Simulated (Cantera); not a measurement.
# Silicon oxide and oxynitride deposition: SiF₄ + NO + H₂

Charge: 1 mol SiF₄, 0.51 mol NO, 0.23 mol H₂, held at 14.3 Torr.

Equilibrium computed with Cantera from the NASA thermochemical tables; the gas is ideal and each condensed phase is pure. Candidate condensed phases: H₂O, Si, SiO₂, Si₂N₂O, Si₃N₄; 58 gas species. The tables' values for SiF₃ are old estimates; treat these amounts as uncertain. The tables hold silica as quartz up to 1696 K and as liquid above; real silica turns to tridymite and cristobalite and melts near 1996 K. Equilibrium is a limit: real reactors are often held back by kinetics, nucleation or transport.

```json
[
 {"T (K)": "1500", "x SiF₄": "0.511", "x HF": "0.259", "x N₂": "0.147", "x O₂": "0.0804", "n SiO₂(β-quartz)": "0.112", "n SiO₂(condensed)": "0"},
 {"T (K)": "1550", "x SiF₄": "0.511", "x HF": "0.259", "x N₂": "0.147", "x O₂": "0.0803", "n SiO₂(β-quartz)": "0.113", "n SiO₂(condensed)": "0"},
 {"T (K)": "1600", "x SiF₄": "0.510", "x HF": "0.260", "x N₂": "0.146", "x O₂": "0.0803", "n SiO₂(β-quartz)": "0.113", "n SiO₂(condensed)": "0"},
 {"T (K)": "1650", "x SiF₄": "0.510", "x HF": "0.260", "x N₂": "0.146", "x O₂": "0.0802", "n SiO₂(β-quartz)": "0.113", "n SiO₂(condensed)": "0"},
 {"T (K)": "1700", "x SiF₄": "0.510", "x HF": "0.261", "x N₂": "0.146", "x O₂": "0.0801", "n SiO₂(β-quartz)": "0", "n SiO₂(condensed)": "0.113"},
 {"T (K)": "1750", "x SiF₄": "0.510", "x HF": "0.261", "x N₂": "0.146", "x O₂": "0.0800", "n SiO₂(β-quartz)": "0", "n SiO₂(condensed)": "0.113"},
 {"T (K)": "1800", "x SiF₄": "0.510", "x HF": "0.261", "x N₂": "0.146", "x O₂": "0.0798", "n SiO₂(β-quartz)": "0", "n SiO₂(condensed)": "0.114"},
 {"T (K)": "1850", "x SiF₄": "0.509", "x HF": "0.261", "x N₂": "0.146", "x O₂": "0.0796", "n SiO₂(β-quartz)": "0", "n SiO₂(condensed)": "0.114"}
]
```
x: gas mole fraction; n: condensed amount in mol.

From 1500 K to 1650 K the condensed part is SiO₂(β-quartz). From 1700 K to 1850 K the condensed part is SiO₂(condensed). The main Si-bearing gas is SiF₄ throughout.
